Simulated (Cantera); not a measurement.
A Cantera script and its output.

```python
import numpy as np
import cantera as ct

gas = ct.Solution("gri30.yaml")
gas.TPX = 1250, 74000, {'C3H8': 1, 'O2': 2.63, 'N2': 9.89}
reactor = ct.IdealGasReactor(gas, energy="on", clone=False)
net = ct.ReactorNet([reactor])
net.rtol, net.atol = 1e-08, 1e-16
show = ['C3H8', 'O2', 'H', 'H2O2', 'H2O']
times = np.geomspace(2e-06, 0.7, 12)

steps = ct.SolutionArray(gas, extra=["t"])
rows = []
print(f"{'t/s':>10s}{'T/K':>9s}{'P/Pa':>11s}" + "".join(f"{s:>11s}" for s in show))
for t in times:
    while net.time < t:
        t_next = net.step()
        steps.append(gas.state, t=t_next)
    rows.append([np.interp(t, steps.t, y) for y in (steps.T, steps.P, *steps(*show).X.T)])
    print(f"{t:10.3e}{rows[-1][0]:9.1f}{rows[-1][1]:11.4g}" + "".join(f"{x:11.3e}" for x in rows[-1][2:]))
rate = np.gradient(steps.T, steps.t)
print("integrator steps:", len(steps.t))
if steps.T.max() > steps.T[0] + 200:
    print(f"time of steepest temperature rise: {steps.t[rate.argmax()]:.4e} s")
gas.TPX = 1250, 74000, {'C3H8': 1, 'O2': 2.63, 'N2': 9.89}
gas.equilibrate("UV")
print(f"equilibrium (UV): T = {gas.T:.1f} K  " + "  ".join(f"{s} {gas[s].X[0]:.3e}" for s in show))
```

It prints:

```
       t/s      T/K       P/Pa       C3H8         O2          H       H2O2        H2O
 2.000e-06   1250.0    7.4e+04  7.396e-02  1.945e-01  4.513e-08  1.297e-09  2.216e-08
 6.383e-06   1249.9    7.4e+04  7.395e-02  1.945e-01  9.007e-08  3.062e-08  2.601e-07
 2.037e-05   1249.7  7.399e+04  7.392e-02  1.945e-01  1.265e-07  5.051e-07  2.476e-06
 6.502e-05   1249.2  7.397e+04  7.376e-02  1.944e-01  3.028e-07  4.696e-06  3.990e-05
 2.075e-04   1248.9  7.401e+04  7.289e-02  1.940e-01  3.933e-07  1.098e-05  3.130e-04
 6.623e-04   1249.9  7.429e+04  6.981e-02  1.925e-01  5.161e-07  1.585e-05  1.353e-03
 2.114e-03   1275.4  7.724e+04  5.280e-02  1.813e-01  2.773e-06  6.045e-05  9.326e-03
 6.746e-03   2728.9  2.039e+05  7.873e-34  1.101e-04  1.534e-02  1.773e-08  1.069e-01
 2.153e-02   2728.9  2.039e+05  7.876e-34  1.101e-04  1.534e-02  1.773e-08  1.069e-01
 6.872e-02   2728.9  2.039e+05  7.876e-34  1.101e-04  1.534e-02  1.773e-08  1.069e-01
 2.193e-01   2728.9  2.039e+05  7.876e-34  1.101e-04  1.534e-02  1.773e-08  1.069e-01
 7.000e-01   2728.9  2.039e+05  7.876e-34  1.101e-04  1.534e-02  1.773e-08  1.069e-01
integrator steps: 1942
time of steepest temperature rise: 2.5696e-03 s
equilibrium (UV): T = 2728.9 K  C3H8 1.050e-33  O2 1.101e-04  H 1.534e-02  H2O2 1.773e-08  H2O 1.069e-01
```

Computed with Cantera and GRI-Mech 3.0 (53 species, 325 reactions). GRI-Mech 3.0 was tuned for natural gas; its chemistry of propane as a main component is partial and can be far from experiment.
